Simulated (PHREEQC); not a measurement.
PHREEQC input (Pitzer model, pitzer.dat):

```
SOLUTION 1
  temp 25
  units mol/kgw
  pH 7 charge
  Cl 0.2976
  Na 0.18
  K 0.041
  Ca 0.025
  Sr 0.01
  Mg 0.0033
END
USE solution 1
INCREMENTAL_REACTIONS false
REACTION 1
  H2O -1
  0 9.886 18.011 24.689 30.178 34.689 38.397 41.444
  43.949 46.007 47.699 49.089 50.232 51.172 51.944 52.578
  53.1 53.528 53.88 54.17 54.408 54.603 54.764 54.896
  55.005 55.094 moles
EQUILIBRIUM_PHASES 1
  Bischofite 0 0
  Brucite 0 0
  Carnallite 0 0
  Halite 0 0
  Portlandite 0 0
  Sylvite 0 0
  MgCl2_4H2O 0 0
SELECTED_OUTPUT 1
  -reset false
  -pH true
  -pe true
  -ionic_strength true
  -water true
  -activities H2O
  -totals Ca Cl K Mg Na Sr
  -molalities H+ Na+ K+ Mg+2 Ca+2 Sr+2 Cl- OH- MgOH+
  -equilibrium_phases Bischofite Brucite Carnallite Halite Portlandite Sylvite MgCl2_4H2O
PRINT
  -reset false
END
```

Selected output (columns that matter, 10 of 26 rows; water left (kg) added in front):

```
water left (kg)	pH	mu	Ca	Cl	K	Mg	Na	Sr	m_H+	m_Na+	m_K+	la_H2O	Halite	Sylvite
1	6.9204	0.3359	0.025	0.2976	0.041	0.0033	0.18	0.01	1.5238e-07	0.18	0.041	-0.0039483	0	0
0.555203	6.8776	0.605	0.045029	0.53602	0.073847	0.0059438	0.32421	0.018011	1.6164e-07	0.32421	0.073847	-0.0071383	0	0
0.30824	6.8075	1.0897	0.081106	0.96548	0.13301	0.010706	0.58396	0.032442	1.6949e-07	0.58396	0.13301	-0.013091	0	0
0.208215	6.7333	1.6132	0.12007	1.4293	0.19691	0.015849	0.86449	0.048027	1.7347e-07	0.86449	0.19691	-0.019889	0	0
0.115613	6.5336	2.9054	0.21624	2.5741	0.35463	0.028544	1.5569	0.086496	1.8221e-07	1.5569	0.35463	-0.038647	0	0
0.0641769	6.0681	5.234	0.38955	4.6372	0.63886	0.05142	2.8047	0.15582	2.3698e-07	2.8047	0.63886	-0.080629	0	0
0.0356396	5.3572	8.2276	0.70147	7.153	1.1504	0.092594	3.8533	0.28059	4.5012e-07	3.8533	1.1504	-0.14574	0.042671	0
0.0240733	5.1357	9.3704	1.0385	7.7794	1.6708	0.13708	2.9267	0.4154	6.2643e-07	2.9267	1.6708	-0.16136	0.10954	0.00077935
0.0133718	4.6749	11.395	1.8696	8.5308	1.2382	0.24679	1.5642	0.74784	1.0799e-06	1.5642	1.2382	-0.19597	0.15908	0.024443
0.0074265	3.5789	16.346	3.3663	11.188	0.5675	0.44435	0.30636	1.3465	2.7451e-06	0.30636	0.5675	-0.34295	0.17772	0.036785
```

Complexes and solids missing from the database can't appear.
